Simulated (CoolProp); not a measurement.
Values from CoolProp's reference Helmholtz-energy equation of state, de Reuck 1993.

**Question.** Give the vapour pressure (MPa), vapour density (kg/m³), surface tension (mN/m), liquid viscosity (µPa s) of saturated methanol at 408.6, 458.6, 483.6 K.

**Answer.** 
| T (K) | p (MPa) | vapour density (kg/m³) | surface tension (mN/m) | liquid viscosity (µPa s) |
|---|---|---|---|---|
| 408.6 | 0.971 | 11.0 | 12.0 | 158 |
| 458.6 | 3.04 | 37.6 | 6.28 | 96.9 |
| 483.6 | 4.88 | 67.1 | 3.20 | 73.2 |

Viscosity comes from a separate model (Xiang 2006). Surface tension comes from a separate correlation (Mulero 2012).
